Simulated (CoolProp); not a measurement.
Values from CoolProp's reference Helmholtz-energy equation of state, McLinden 2015.

For the fluoroketone C6F12O (FK-5-1-12), give the phase and the density (kg/m³), cp (kJ/(kg K)), cv (kJ/(kg K)), Joule-Thomson coefficient (K/MPa) at 342.7 K and 107 bar; 293.4 K and 34.7 bar.


- 342.7 K and 107 bar: liquid; density 1530, cp 1.11, cv 0.915, Joule-Thomson coefficient -0.234
- 293.4 K and 34.7 bar: liquid; density 1630, cp 1.09, cv 0.884, Joule-Thomson coefficient -0.277
